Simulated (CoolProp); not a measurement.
Properties of CH2F2 (R32) at several states (Tc = 351.3 K, pc = 5783 kPa, ω = 0.277).

Model: reference Helmholtz-energy equation of state, Tillner-Roth 1997, in CoolProp.

```csv
T (K),p (kPa),phase,density (kg/m³),isothermal compressibility (1/MPa),conductivity (mW/(m K))
225.3,30100,liquid,1250,0.001076,202
399.3,306,gas,4.858,3.311,23.0
417.3,350,gas,5.315,2.894,25.0
274.1,16200,liquid,1101,___,164
242.5,3070,liquid,1159,___,___
```

Q: What belongs in the gaps?

A: 
- 274.1, isothermal compressibility (1/MPa): 0.002395
- 242.5, isothermal compressibility (1/MPa): 0.001930
- 242.5, conductivity (mW/(m K)): 180

Thermal conductivity comes from a separate model (Huber 2003), an estimate that may be off by 10 % or more.
